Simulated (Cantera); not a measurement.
**SiH4 + C3H8 + H2 (silicon carbide growth)**

Input: 1 mol SiH4, 0.74 mol C3H8, 5.4 mol H2, held at 22000 Pa.

Method: chemical equilibrium by Gibbs-energy minimisation in Cantera with the NASA 1993 tables (ideal gas, pure condensed phases). Candidate condensed phases: C, C6H6, C7H8, C8H18, Si, SiC; 87 gas species. Gases not in the tables: Si2H6 and higher silanes. Rates play no part.

```
T (K)   x H2     x H  x C2H2 (acetylene)      x Si    x SiC2    x Si2C     x SiH    x SiH2  n C(graphite)  n SiC(s)
-----  -----  ------  ------------------  --------  --------  --------  --------  --------  -------------  --------
2300   0.974  0.0204             0.00421  0.000608   8.40e-5   4.94e-5  0.000103   6.53e-5           1.14     0.990
2325   0.971  0.0231             0.00475  0.000811  0.000122   7.12e-5  0.000132   7.74e-5           1.13     0.986
2350   0.967  0.0261             0.00533   0.00108  0.000176  0.000102  0.000167   9.15e-5           1.12     0.982
2375   0.962  0.0295             0.00598   0.00142  0.000251  0.000144  0.000210  0.000108           1.11     0.976
2400   0.957  0.0332             0.00667   0.00186  0.000356  0.000203  0.000263  0.000126           1.10     0.968
2425   0.952  0.0372             0.00743   0.00242  0.000501  0.000283  0.000329  0.000147           1.09     0.958
2450   0.945  0.0416             0.00825   0.00313  0.000701  0.000393  0.000408  0.000171           1.08     0.944
2475   0.938  0.0465             0.00912   0.00403  0.000973  0.000541  0.000503  0.000198           1.07     0.927
2500   0.930  0.0517              0.0101   0.00517   0.00134  0.000740  0.000618  0.000228           1.06     0.905
2525   0.921  0.0574              0.0111   0.00659   0.00184   0.00101  0.000755  0.000261           1.05     0.875
2550   0.911  0.0635              0.0121   0.00837   0.00250   0.00136  0.000919  0.000299           1.04     0.838
```
x: gas mole fraction; n: condensed amount in mol.

From 2300 K to 2550 K the condensed part is C(graphite) + SiC(s). The main Si-bearing gas is Si throughout. The share of Si in condensed phases is highest at 2300 K (99.0 %) and lowest at 2550 K (83.8 %).
